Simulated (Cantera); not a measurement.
# Thermodynamics of calcination and drying, feed CaCO₃ + O₂

Input: 1 mol CaCO₃, 0.33 mol O₂, held at 13.5 Torr.

These are equilibrium values from Cantera (NASA tables, ideal gas, pure condensed phases), not measurements of a reactor. Candidate condensed phases: C, Ca, CaCO₃, CaO; 15 gas species. The numbers say what is thermodynamically allowed, not how fast it happens.

From 752 °C to 1727 °C the condensed part is CaO(s).

```json
[
 {"T (°C)": "752", "log p CO₂": "-1.87", "log p O₂": "-2.35", "log p CO": "-10.55", "log p O": "-10.66", "log p CaO": "<-13", "log p Ca": "<-13", "n CaO(s)": "1.00"},
 {"T (°C)": "827", "log p CO₂": "-1.87", "log p O₂": "-2.35", "log p CO": "-9.57", "log p O": "-9.78", "log p CaO": "<-13", "log p Ca": "<-13", "n CaO(s)": "1.00"},
 {"T (°C)": "902", "log p CO₂": "-1.87", "log p O₂": "-2.35", "log p CO": "-8.71", "log p O": "-9.01", "log p CaO": "<-13", "log p Ca": "<-13", "n CaO(s)": "1.00"},
 {"T (°C)": "977", "log p CO₂": "-1.87", "log p O₂": "-2.35", "log p CO": "-7.96", "log p O": "-8.33", "log p CaO": "<-13", "log p Ca": "<-13", "n CaO(s)": "1.00"},
 {"T (°C)": "1052", "log p CO₂": "-1.87", "log p O₂": "-2.35", "log p CO": "-7.30", "log p O": "-7.73", "log p CaO": "<-13", "log p Ca": "<-13", "n CaO(s)": "1.00"},
 {"T (°C)": "1127", "log p CO₂": "-1.87", "log p O₂": "-2.35", "log p CO": "-6.70", "log p O": "-7.20", "log p CaO": "<-13", "log p Ca": "<-13", "n CaO(s)": "1.00"},
 {"T (°C)": "1202", "log p CO₂": "-1.87", "log p O₂": "-2.35", "log p CO": "-6.17", "log p O": "-6.72", "log p CaO": "<-13", "log p Ca": "<-13", "n CaO(s)": "1.00"},
 {"T (°C)": "1277", "log p CO₂": "-1.87", "log p O₂": "-2.35", "log p CO": "-5.69", "log p O": "-6.28", "log p CaO": "<-13", "log p Ca": "<-13", "n CaO(s)": "1.00"},
 {"T (°C)": "1352", "log p CO₂": "-1.87", "log p O₂": "-2.35", "log p CO": "-5.25", "log p O": "-5.89", "log p CaO": "-12.99", "log p Ca": "<-13", "n CaO(s)": "1.00"},
 {"T (°C)": "1427", "log p CO₂": "-1.87", "log p O₂": "-2.35", "log p CO": "-4.86", "log p O": "-5.52", "log p CaO": "-12.05", "log p Ca": "-12.95", "n CaO(s)": "1.00"},
 {"T (°C)": "1502", "log p CO₂": "-1.87", "log p O₂": "-2.35", "log p CO": "-4.50", "log p O": "-5.19", "log p CaO": "-11.20", "log p Ca": "-11.93", "n CaO(s)": "1.00"},
 {"T (°C)": "1577", "log p CO₂": "-1.87", "log p O₂": "-2.35", "log p CO": "-4.17", "log p O": "-4.89", "log p CaO": "-10.42", "log p Ca": "-10.99", "n CaO(s)": "1.00"},
 {"T (°C)": "1652", "log p CO₂": "-1.87", "log p O₂": "-2.35", "log p CO": "-3.86", "log p O": "-4.61", "log p CaO": "-9.70", "log p Ca": "-10.12", "n CaO(s)": "1.00"},
 {"T (°C)": "1727", "log p CO₂": "-1.88", "log p O₂": "-2.34", "log p CO": "-3.59", "log p O": "-4.35", "log p CaO": "-9.03", "log p Ca": "-9.32", "n CaO(s)": "1.00"}
]
```
log p: log10 of the partial pressure in bar; n: condensed amount in mol.
